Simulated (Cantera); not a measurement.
Input: 1 mol Al(CH3)3, 7.2 mol H2O, 810 mol H2, 0.98 mol O2, at 1777 °C and 10.0 mbar.

Cantera equilibrium calculation (NASA polynomials, part measured and part estimated; ideal gas, pure solids and liquids). Candidate condensed phases: Al, Al2O3, C, C6H6, C7H8, C8H18, H2O; 121 gas species. The feed counts by its element totals alone. The tables' values for AlOH are old estimates; treat these amounts as uncertain. Kinetics and transport are ignored.

Base state: H2 0.968, H 0.0223, H2O 0.00562, CO 0.00359, Al 2.73e-5, AlOH 1.59e-5, OH 1.42e-5 (mole fractions); condensed: Al2O3(s).

What changes in the equilibrium state with this change: temperature from 1777 °C to 1377 °C?


```tsv
species	before	after
H2	0.968	0.990
H2O	0.00562	0.00564
CO	0.00359	0.00363
H	0.0223	0.000904
AlOH	1.59e-5	1.26e-8
Al	2.73e-5	<1e-9
OH	1.42e-5	2.33e-7
Al2O3(s), mol	0.479	0.500
```

What changes in the equilibrium state with this change: temperature from 1777 °C to 450 °C?


```tsv
species	before	after
H2	0.968	0.987
H2O	0.00562	0.00902
CH4	<1e-9	0.00335
H	0.0223	<1e-9
Al	2.73e-5	<1e-9
AlOH	1.59e-5	<1e-9
OH	1.42e-5	<1e-9
CO	0.00359	0.000288
CO2	4.38e-6	2.02e-5
Al2O3(s), mol	0.479	0.500
```
